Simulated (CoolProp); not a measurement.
Saturation properties of R125 (Tc = 66.0 °C, pc = 36.18 bar, ω = 0.305).

Computed with CoolProp (reference Helmholtz-energy equation of state, Lemmon 2005).

| T (°C) | p (bar) | liquid density (kg/m³) | vapour Z | surface tension (mN/m) | liquid viscosity (µPa s) | vapour viscosity (µPa s) |
|---|---|---|---|---|---|---|
| -52.55 | 0.8097 | 1530 | 0.9633 | 14.3 | 441 | 9.52 |
| -49.05 | (withheld) | (withheld) | 0.9585 | 13.8 | 417 | 9.67 |
| -45.55 | (withheld) | 1504 | 0.9533 | 13.3 | 395 | 9.82 |
| -42.15 | 1.344 | 1492 | 0.9478 | 12.8 | 375 | 9.97 |
| -38.65 | 1.576 | 1479 | (withheld) | 12.3 | 355 | 10.1 |
| -35.15 | 1.837 | 1466 | 0.9353 | 11.8 | 337 | 10.3 |
| -31.75 | 2.121 | 1453 | 0.9285 | 11.3 | 321 | 10.4 |
| -28.25 | 2.449 | 1439 | 0.9211 | 10.8 | 305 | 10.6 |
| -24.75 | 2.813 | 1426 | 0.9132 | 10.3 | 290 | 10.7 |
| -21.35 | 3.206 | 1412 | 0.9051 | 9.81 | 276 | 10.9 |
| -17.85 | 3.653 | 1398 | 0.8962 | 9.33 | 262 | 11.0 |
| -14.45 | 4.130 | 1383 | 0.8871 | 8.86 | 250 | 11.2 |
| -10.95 | 4.670 | 1369 | 0.8772 | 8.39 | 238 | 11.4 |
| -7.45 | 5.261 | 1353 | 0.8667 | 7.92 | 226 | 11.5 |

Problem. Complete the blanks.

Solution. 
- -49.05, p (bar): 0.9663
- -49.05, liquid density (kg/m³): 1517
- -45.55, p (bar): 1.146
- -38.65, vapour Z: 0.9418

It boils at -48.1 °C under 1 atm.

Viscosity comes from a separate model (Huber 2006). Surface tension comes from a separate correlation (Mulero 2012).
